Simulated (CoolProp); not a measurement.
A single-stage vapour-compression cycle with trans-2-butene: evaporating at 281.15 K (dew point), condensing at 306.15 K (bubble point), superheat 0 K, subcooling 5 K, compressor efficiency 0.85, no pressure losses. Each further row changes one setting.

The numbers come from the reference Helmholtz-energy equation of state, Lemmon 2005 in CoolProp. It is a short technical equation, of lower accuracy than the large ones.

| case | cooling COP | pressure ratio | discharge temperature (K) | refrigerating effect (kJ/kg) | volumetric capacity (kJ/m³) |
|---|---|---|---|---|---|
| as stated | ___ | 2.27 | 310.1 | 352 | 1180 |
| evaporating temperature 286.15 K | 11.7 | 1.90 | 309.0 | 359 | ___ |
| condensing temperature 301.15 K | 11.5 | ___ | 304.6 | 364 | 1210 |
| subcooling 10 K | ___ | 2.27 | 310.1 | 364 | 1210 |
| superheat 10 K | 9.03 | 2.27 | 320.2 | 368 | 1180 |
| compressor efficiency 0.75 | ___ | 2.27 | 313.1 | 352 | 1180 |

Question: What belongs in the gaps?

Answer: 
- as stated, cooling COP: 9.01
- evaporating temperature 286.15 K, volumetric capacity (kJ/m³): 1410
- condensing temperature 301.15 K, pressure ratio: 1.95
- subcooling 10 K, cooling COP: 9.31
- compressor efficiency 0.75, cooling COP: 7.95
